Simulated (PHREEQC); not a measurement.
Hard or scaling water: speciation

Dissolve 0.0035 mol/kgw CaCl2 and 0.29 mol/kgw Na2HPO4 at 25 °C. Closed to the air; pH follows from the charge balance.

Model: ion-association model, phreeqc.dat, run in PHREEQC.

This is a speciation only: nothing precipitates in the calculation.

Problem. Predict the pH.

Solution. pH 8.60.

Problem. In which forms is Ca present?

Solution. CaPO4- 58 %, CaHPO4 35 %, Ca+2 7.0 % of the Ca.

Saturation is exceeded, for instance for Hydroxyapatite; the values hold only as long as no solid forms. Caution: at this ionic strength the ion-association model is outside its range; a Pitzer model would be the better tool where its parameters exist. Complexes and solids missing from the database can't appear.
